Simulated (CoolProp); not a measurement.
Saturated liquid density (kg/m³) of toluene: the reference equation beside estimates from Tc = 591.7 K, pc = 4.126 MPa, ω = 0.266. Rackett uses Z = 0.29056 − 0.08775 ω.

Computed with CoolProp (reference Helmholtz-energy equation of state, Lemmon 2006). It is a short technical equation, of lower accuracy than the large ones.

```json
[
 {"T (K)": "408.4", "reference": "753.2", "Rackett": "743.3", "van der Waals": "444.8", "Redlich-Kwong": "646.1", "Peng-Robinson": "761.7"},
 {"T (K)": "423.3", "reference": "736.8", "Rackett": "726.7", "van der Waals": "435.1", "Redlich-Kwong": "628.8", "Peng-Robinson": "743.7"},
 {"T (K)": "438.3", "reference": "719.6", "Rackett": "709.3", "van der Waals": "424.8", "Redlich-Kwong": "610.4", "Peng-Robinson": "724.1"},
 {"T (K)": "453.2", "reference": "701.8", "Rackett": "691.2", "van der Waals": "414.0", "Redlich-Kwong": "591.0", "Peng-Robinson": "703.1"},
 {"T (K)": "468.1", "reference": "682.9", "Rackett": "672.2", "van der Waals": "402.5", "Redlich-Kwong": "570.4", "Peng-Robinson": "680.2"},
 {"T (K)": "483.1", "reference": "662.7", "Rackett": "652.0", "van der Waals": "390.2", "Redlich-Kwong": "548.2", "Peng-Robinson": "655.1"},
 {"T (K)": "498", "reference": "641.2", "Rackett": "630.5", "van der Waals": "377.0", "Redlich-Kwong": "524.5", "Peng-Robinson": "627.5"},
 {"T (K)": "513", "reference": "617.5", "Rackett": "607.0", "van der Waals": "362.6", "Redlich-Kwong": "498.6", "Peng-Robinson": "596.7"},
 {"T (K)": "527.9", "reference": "591.2", "Rackett": "581.4", "van der Waals": "346.8", "Redlich-Kwong": "470.3", "Peng-Robinson": "562.2"}
]
```

Absolute difference from the reference over all 9 rows, mean and median: Rackett 1.5 and 1.6 %, van der Waals 41.1 and 41.1 %, Redlich-Kwong 16.8 and 16.5 %, Peng-Robinson 1.6 and 1.1 %.
